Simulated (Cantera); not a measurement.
A perfectly stirred reactor is fed with H₂ : O₂ : N₂ = 1 : 0.641 : 2.41 (molar parts), at 1.01 bar; it is adiabatic with a 700 K inlet, and is followed from long to short residence time, starting on the burning branch (τ in s: 0.35, 0.13, 0.051, 0.02, 0.0076, 0.0029, 0.0011, 0.00043, 0.00017, 6.4e-05, 2.5e-05).

Detailed kinetics in Cantera: GRI-Mech 3.0 (53 species, 325 reactions).

**Question.** What does this change do: N2 2.41 to 3.1 parts?

**Answer.** 
| quantity | before | after |
|---|---|---|
| blow-out, bracketed by the residence times tried | burning at 25.0 µs, the shortest tried | burning at 25.0 µs, the shortest tried |
| x(H₂) at τ = 0.350 s | 0.00507 | 0.00169 |
| x(O₂) at τ = 0.350 s | 0.0354 | 0.0310 |
| x(NO₂) at τ = 0.350 s | 2.74e-6 | 1.47e-6 |
| x(HO₂) at τ = 0.350 s | 4.67e-6 | 2.25e-6 |
| x(H₂O) at τ = 0.350 s | 0.269 | 0.231 |
| x(H₂) at τ = 2.90 ms | 0.00932 | 0.00712 |
| x(O₂) at τ = 2.90 ms | 0.0390 | 0.0334 |
| x(NO₂) at τ = 2.90 ms | 2.34e-7 | 4.60e-8 |
| x(HO₂) at τ = 2.90 ms | 5.49e-6 | 4.83e-6 |
| x(H₂O) at τ = 2.90 ms | 0.260 | 0.220 |
